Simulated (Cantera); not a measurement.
Cantera run, input and output.

```python
import numpy as np
import cantera as ct

gas = ct.Solution("gri30.yaml", transport_model="mixture-averaged")
show = ['H', 'C2H2', 'NH3']

rows = []
print(f"{'T/K':>7s}{'rho':>11s}{'cp':>10s}{'mu':>11s}{'lambda':>11s}{'Pr':>7s}" + "".join(f"{'D_' + s:>11s}" for s in show))
for T in [400, 600, 800, 1000, 1200, 1400]:
    gas.TPX = T, 1333, {'NO': 0.068}
    Pr = gas.cp_mass * gas.viscosity / gas.thermal_conductivity
    D = [gas.mix_diff_coeffs_mole[gas.species_index(s)] for s in show]
    rows.append([gas.density, gas.cp_mass, gas.viscosity, gas.thermal_conductivity, Pr, *D])
    print(f"{T:7g}{gas.density:11.4e}{gas.cp_mass:10.1f}{gas.viscosity:11.4e}"
          f"{gas.thermal_conductivity:11.4e}{Pr:7.3f}" + "".join(f"{d:11.4e}" for d in D))
print("SI units: kg/m3, J/kg/K, Pa s, W/m/K, m2/s")
```

Result:

```
    T/K        rho        cp         mu     lambda     Pr        D_H     D_C2H2      D_NH3
    400 1.2027e-02     998.6 2.3120e-05 3.2415e-02  0.712 1.5439e-02 2.0986e-03 2.8688e-03
    600 8.0178e-03    1040.9 3.0618e-05 4.5123e-02  0.706 3.1087e-02 4.2654e-03 6.0243e-03
    800 6.0133e-03    1092.2 3.7097e-05 5.7252e-02  0.708 5.0612e-02 6.9747e-03 1.0019e-02
   1000 4.8107e-03    1132.7 4.2948e-05 6.8643e-02  0.709 7.3612e-02 1.0168e-02 1.4749e-02
   1200 4.0089e-03    1159.2 4.8363e-05 7.9343e-02  0.707 9.9817e-02 1.3807e-02 2.0148e-02
   1400 3.4362e-03    1181.0 5.3449e-05 8.9432e-02  0.706 1.2903e-01 1.7862e-02 2.6168e-02
SI units: kg/m3, J/kg/K, Pa s, W/m/K, m2/s
```

Cantera simulation using GRI-Mech 3.0 (53 species, 325 reactions); the numbers are that mechanism's predictions, not measurements. The composition is frozen, though it would react at the higher temperatures.
